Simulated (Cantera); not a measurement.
A closed system holds: 1 mol CuO, 7.5 mol H₂, at 1648.15 K and 100000 Pa.

These are equilibrium values from Cantera (NASA tables, ideal gas, pure condensed phases), not measurements of a reactor. Candidate condensed phases: Cu, CuO, Cu(OH)₂, Cu₂O, H₂O; 12 gas species. Kinetics and transport are ignored.

Base state: H₂ 0.867, H₂O 0.133, H 8.30e-5, Cu 7.92e-5 (mole fractions); condensed: Cu(l).

Problem. What changes in the equilibrium state with this change: 0.017 mol NH₃ added?

Solution. 
```
species      before    after
----------  -------  -------
H₂            0.867    0.866
H₂O           0.133    0.133
N₂                0  0.00113
Cu          7.92e-5  7.92e-5
H           8.30e-5  8.30e-5
Cu(l), mol    0.999    0.999
```

Problem. What changes in the equilibrium state with this change: CuO replaced by FeS?

Solution. 
```csv
species,before,after
H₂,0.867,0.981
H₂S,0,0.0183
SH,0,0.000271
H₂O,0.133,0
Cu,7.92e-5,0
S₂,0,9.77e-5
H,8.30e-5,8.83e-5
"Cu(l), mol",0.999,0
"Fe(γ), mol",0,0.141
"FeS(l), mol",0,0.859
```
Metal and sulfide melt together well below either melting point, which pure phases cannot show. Mutual solubility and eutectic melting of coexisting phases are not modelled. FeS: taken at fixed stoichiometry. Further candidate phases: Fe, FeS, FeS₂, S.

Problem. What changes in the equilibrium state with this change: pressure from 100000 Pa to 650 Pa?

Solution. 
```
species      before    after
----------  -------  -------
H₂            0.867    0.855
H₂O           0.133    0.132
Cu          7.92e-5   0.0122
Cu₂         7.36e-8  1.13e-5
H           8.30e-5  0.00102
Cu(l), mol    0.999    0.907
```
